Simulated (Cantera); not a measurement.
A closed system holds: 1 mol Si, 12 mol HCl, 3.2 mol N2, at 1450 K and 133 Pa.

Equilibrium computed with Cantera from the NASA thermochemical tables; the gas is ideal and each condensed phase is pure. The tables' values for SiCl3 are old estimates; treat these amounts as uncertain. Rates play no part.

```
species    before    after
-------  --------  -------
HCl         0.633    0.576
N2          0.214    0.224
H2         0.0850    0.131
SiCl4      0.0119   0.0572
SiCl2      0.0430  0.00384
SiCl3      0.0119  0.00775
Cl       0.000458  3.36e-5
SiHCl3   0.000138  0.00112
H         7.55e-5  9.37e-6
```
Gas species are given as mole fractions.

Name the change that produced these shifts.
(A) HCl from 12 to 21 mol
(B) temperature from 1450 K to 1475 K
(C) pressure from 133 Pa to 13300 Pa
(D) temperature from 1450 K to 598 K

C, pressure from 133 Pa to 13300 Pa
